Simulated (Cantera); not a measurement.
Mixture: CO : H2 : O2 : N2 = 1 : 0.13 : 0.471 : 1.22 (molar parts), at 7.40 bar, adiabatic and at constant pressure. Ignition delay is the time to a rise of 400 K.

Computed with Cantera and GRI-Mech 3.0 (53 species, 325 reactions). The hydrogen kinetics of GRI-Mech 3.0 are dated; newer H2 mechanisms differ, most at raised pressure. Below about 950 K walls govern HO2 and H2O2 in real vessels.

Q: What does this change do: pressure from 7.40 bar to 4.90 bar?

A: 
```json
[
 {"quantity": "delay at 875 K", "before": "82.1 ms", "after": "89.1 ms"},
 {"quantity": "delay at 1025 K", "before": "1.23 ms", "after": "1.06 ms"},
 {"quantity": "delay at 1175 K", "before": "38.2 µs", "after": "34.2 µs"},
 {"quantity": "delay at 1325 K", "before": "8.07 µs", "after": "10.9 µs"},
 {"quantity": "apparent activation energy between 1250 and 1400 K", "before": "91 kJ/mol", "after": "71 kJ/mol"}
]
```
